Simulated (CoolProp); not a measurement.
Properties of nitrogen at several states.

Values from CoolProp's reference Helmholtz-energy equation of state, Span 2000.

```json
[
 {"T (°C)": "-107.35", "p (MPa)": "2.68", "phase": "gas", "Z": "0.8852", "Prandtl number": "0.863"},
 {"T (°C)": "-119.55", "p (MPa)": "1.14", "phase": "gas", "Z": "0.9374", "Prandtl number": "0.810"},
 {"T (°C)": "224.05", "p (MPa)": "0.219", "phase": "gas", "Z": "1.001", "Prandtl number": "0.705"},
 {"T (°C)": "256.25", "p (MPa)": "8.6", "phase": "supercritical", "Z": "1.038", "Prandtl number": "0.710"}
]
```

Viscosity comes from a separate model (Lemmon 2004). Thermal conductivity comes from a separate model (Lemmon 2004).
